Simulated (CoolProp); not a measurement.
Aqueous ethylene glycol as a coolant, at 13 °C, 1 atm.

Computed with CoolProp (Melinder's fits for secondary coolants).

```tsv
mass %	freezing point (°C)	Prandtl number	density (kg/m³)	conductivity (W/(m K))	viscosity (mPa s)
3.2	-1.0	9.39	1003	0.573	1.30
10.4	-3.5	11.7	1013	0.541	1.57
17.6	-6.7	14.7	1023	0.510	1.91
24.8	-10.8	18.5	1033	0.480	2.34
32.1	-16.3	23.2	1044	0.450	2.86
39.3	-23.1	28.9	1054	0.423	3.48
46.5	-31.4	36.0	1064	0.397	4.26
```
